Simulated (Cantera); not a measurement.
A Cantera script and its output.

```python
import numpy as np
import cantera as ct

surf = ct.Interface("ptcombust.yaml", "Pt_surf")
gas = surf.adjacent["gas"]
gas.TPX = 450, 23000, {'CO': 0.0036, 'O2': 0.037, 'N2': 0.79, 'H2O': 0.065}
surf.TP = 450, 23000
reactor = ct.FlowReactor(gas, clone=False)
reactor.area = 0.0001  # m2
reactor.surface_area_to_volume_ratio = 2100  # 1/m
reactor.mass_flow_rate = 0.16 * reactor.area * gas.density  # inlet velocity 0.16 m/s
reactor.energy_enabled = False
wall = ct.ReactorSurface(surf, reactor, clone=False)
net = ct.ReactorNet([reactor])
net.rtol, net.atol = 1e-8, 1e-16
show, cover = ['CO', 'O2', 'H2O', 'CO2'], ['PT(S)', 'H(S)', 'O(S)', 'OH(S)', 'CO(S)', 'C(S)']

rows = []
print(f"{'z/m':>9s}{'u/(m/s)':>9s}" + "".join(f"{s:>13s}" for s in show + cover))
for z in [0.00037, 0.00072, 0.0014, 0.0027, 0.0052, 0.0099, 0.019, 0.037]:
    net.advance(z)
    rows.append([reactor.speed, *gas[show].X, *surf[cover].coverages])
    print(f"{z:9.4g}{rows[-1][0]:9.3g}" + "".join(f"{x:13.4e}" for x in rows[-1][1:]))
```

Output:

```
      z/m  u/(m/s)           CO           O2          H2O          CO2        PT(S)         H(S)         O(S)        OH(S)        CO(S)         C(S)
  0.00037     0.16   4.0178e-03   4.1312e-02   7.2577e-02   1.8547e-06   7.0335e-04   1.4596e-12   1.3572e-02   1.0433e-03   9.8467e-01   1.1786e-19
  0.00072     0.16   4.0160e-03   4.1311e-02   7.2577e-02   3.6123e-06   7.0397e-04   1.4602e-12   1.3596e-02   1.0447e-03   9.8465e-01   1.1775e-19
   0.0014     0.16   4.0126e-03   4.1310e-02   7.2577e-02   7.0359e-06   7.0519e-04   1.4615e-12   1.3644e-02   1.0474e-03   9.8460e-01   1.1754e-19
   0.0027     0.16   4.0061e-03   4.1307e-02   7.2578e-02   1.3614e-05   7.0754e-04   1.4639e-12   1.3735e-02   1.0526e-03   9.8450e-01   1.1713e-19
   0.0052     0.16   3.9933e-03   4.1300e-02   7.2578e-02   2.6388e-05   7.1218e-04   1.4687e-12   1.3916e-02   1.0630e-03   9.8430e-01   1.1634e-19
   0.0099     0.16   3.9689e-03   4.1289e-02   7.2579e-02   5.0864e-05   7.2133e-04   1.4780e-12   1.4278e-02   1.0836e-03   9.8391e-01   1.1481e-19
    0.019     0.16   3.9197e-03   4.1265e-02   7.2581e-02   1.0013e-04   7.4087e-04   1.4977e-12   1.5066e-02   1.1281e-03   9.8306e-01   1.1165e-19
    0.037     0.16   3.8136e-03   4.1214e-02   7.2585e-02   2.0648e-04   7.8911e-04   1.5449e-12   1.7109e-02   1.2408e-03   9.8085e-01   1.0448e-19
```

Computed with Cantera and Deutschmann's 1995 Pt surface mechanism with GRI-Mech 3.0 gas chemistry. Catalytic surfaces can have several steady states; this one follows from the mechanism file's or the stated starting coverage. Mass transfer to the wall is taken as infinitely fast.
